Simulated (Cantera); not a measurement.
Input: 1 mol BF3, 11 mol N2, 2.6 mol H2, held at 1700 K and 0.133 bar.

These are equilibrium values from Cantera (NASA tables, ideal gas, pure condensed phases), not measurements of a reactor. Candidate condensed phases: B, BN; 31 gas species. The tables' values for BF2 are old estimates; treat these amounts as uncertain. Kinetics and transport are ignored.

Base state: N2 0.750, H2 0.168, BF3 0.0596, HF 0.0191, BF2 0.00231, BHF2 0.00126, H 0.000165, BF 0.000127 (mole fractions); condensed: BN(s).

**Question.** What changes in the equilibrium state with this change: temperature from 1700 K to 1925 K?

**Answer.** 
```json
[
 {"species": "N2", "before": "0.750", "after": "0.745"},
 {"species": "H2", "before": "0.168", "after": "0.163"},
 {"species": "BF3", "before": "0.0596", "after": "0.0483"},
 {"species": "BF2", "before": "0.00231", "after": "0.0139"},
 {"species": "HF", "before": "0.0191", "after": "0.0227"},
 {"species": "BF", "before": "0.000127", "after": "0.00325"},
 {"species": "H", "before": "0.000165", "after": "0.00106"},
 {"species": "BN(s), mol", "before": "0.0744", "after": "0"}
]
```
